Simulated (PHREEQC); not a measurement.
0.015 g of hydrous ferric oxide (600 m²/g; 0.2 weak and 0.005 strong sites per Fe, Dzombak-Morel constants, diffuse double layer) in 1 kg of water with 0.05 mol/kgw of an inert sodium salt and 0.003 mmol/kgw Ag2SO4, at 25 °C; the pH is set by adding NaOH or the inert anion's acid. Oxygen alone is held at its pressure in air (log pO2 = -0.68). The system is closed to CO2. Precipitation was switched off in this run.

Base run: PHREEQC, ion-association model, wateq4f.dat. Each further column changes one thing. The table gives Ag sorbed (%).

| pH | base | no electrostatic term (-no_edl) | background salt from 0.05 to 0.005 mol/kgw | oxide from 0.015 to 0.075 g/kgw | 9e-05 mol/kgw MgCl2 added |
|---|---|---|---|---|---|
| 4 | 0.0 | 0.0 | 0.0 | 0.0 | 0.0 |
| 5 | 0.1 | 0.0 | 0.1 | 0.3 | 0.0 |
| 5.5 | 0.2 | 0.0 | 0.3 | 1.2 | 0.2 |
| 6 | 0.8 | 0.1 | ? | 4.1 | 0.7 |
| 7 | 5.7 | 3.3 | 6.2 | ? | 5.1 |
| 8 | 13.0 | 13.0 | 13.3 | 55.8 | 12.5 |
| 8.5 | 16.1 | 15.8 | 16.6 | 67.4 | 14.9 |
| 9 | 21.9 | ? | 22.9 | 77.7 | 16.6 |
| 10 | 54.5 | 22.1 | 58.6 | 94.5 | 18.1 |

### Question
Some entries are withheld; supply them.

### Answer

- 6, background salt from 0.05 to 0.005 mol/kgw: 1.0
- 7, oxide from 0.015 to 0.075 g/kgw: 24.8
- 9, no electrostatic term (-no_edl): 18.7

 In at least one series the solution becomes supersaturated in solids that the run did not let form, among them Cerargyrite.
